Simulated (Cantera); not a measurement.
**Carbothermic reduction: Cu₂O + CO**

A closed system holds: 1 mol Cu₂O, 2.6 mol CO.

These are equilibrium values from Cantera (NASA tables, ideal gas, pure condensed phases), not measurements of a reactor. Candidate condensed phases: C, Cu, CuO, Cu₂O; 15 gas species. Rates play no part.

Stable condensed phases:

```
T in K \ P in Pa
              10      32     100     320    1000    3200   10000   32000  100000  320000 1000000
   1800        A       A       A       B       B       B       B       B       B       B       B
   1775        A       A       B       B       B       B       B       B       B       B       B
   1750        A       A       B       B       B       B       B       B       B       B       B
   1725        A       A       B       B       B       B       B       B       B       B       B
   1700        A       A       B       B       B       B       B       B       B       B       B
   1675        A       B       B       B       B       B       B       B       B       B       B
   1650        A       B       B       B       B       B       B       B       B       B       B
   1625        A       B       B       B       B       B       B       B       B       B       B
   1600        B       B       B       B       B       B       B       B       B       B       B
   1575        B       B       B       B       B       B       B       B       B       B       B
```

A: gas only; B: Cu.
